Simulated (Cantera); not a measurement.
Input: 1 mol N₂O, 0.24 mol SO₂, 0.26 mol H₂, equilibrated at 0.100 bar.

Method: chemical equilibrium by Gibbs-energy minimisation in Cantera with the NASA 1993 tables (ideal gas, pure condensed phases). Candidate condensed phases: H₂O, H₂SO₄, S; 35 gas species. Equilibrium is a limit: real reactors are often held back by kinetics, nucleation or transport.

Q: At 2750 K, list the 6 most abundant gas species with their mole fractions, and the condensed phases.

A: N₂ 0.485, O₂ 0.155, SO₂ 0.101, H₂O 0.0832, O 0.0553, OH 0.0442. Condensed: gas only.
